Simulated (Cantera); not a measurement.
**Ammonia decomposition in nitride growth gas**

An isothermal, constant-pressure homogeneous reactor starts with NH3 : H2 = 1 : 3.5 (molar parts), at 1748 K and 1050 Torr.

Detailed kinetics in Cantera: the gas-phase N/H chemistry of the illustrative SiF4/NH3 mechanism in the Surface Chemkin manual (1991). Walls and surfaces, which speed up NH3 decomposition in real reactors, are not modelled.

| t (s) | x NH3 | x H2 | x NH2 | x H | x NH |
|---|---|---|---|---|---|
| 4.00e-5 | 0.222 | 0.778 | 4.90e-6 | 6.58e-6 | 2.17e-9 |
| 0.000145 | 0.222 | 0.778 | 1.75e-5 | 2.36e-5 | 2.81e-8 |
| 0.000523 | 0.222 | 0.778 | 5.60e-5 | 7.53e-5 | 2.86e-7 |
| 0.00189 | 0.222 | 0.778 | 8.85e-5 | 0.000119 | 7.11e-7 |
| 0.00684 | 0.221 | 0.778 | 8.88e-5 | 0.000120 | 7.19e-7 |
| 0.0247 | 0.218 | 0.780 | 8.78e-5 | 0.000121 | 7.13e-7 |
| 0.0894 | 0.207 | 0.787 | 8.42e-5 | 0.000123 | 6.91e-7 |
| 0.323 | 0.175 | 0.806 | 7.34e-5 | 0.000130 | 6.22e-7 |
| 1.17 | 0.108 | 0.845 | 4.88e-5 | 0.000146 | 4.47e-7 |
| 4.23 | 0.0411 | 0.885 | 2.04e-5 | 0.000169 | 2.06e-7 |
| 15.3 | 0.0115 | 0.902 | 6.00e-6 | 0.000181 | 6.41e-8 |
| 55.3 | 0.00306 | 0.907 | 1.62e-6 | 0.000185 | 1.76e-8 |
| 200 | 0.000834 | 0.908 | 4.43e-7 | 0.000185 | 4.80e-9 |
x: mole fraction; the columns are a selection and need not sum to one.

Equilibrium at this temperature and pressure: NH3 1.18e-5, H2 0.909, NH2 6.28e-9, H 0.000185, NH 6.81e-11 (gas phase only).
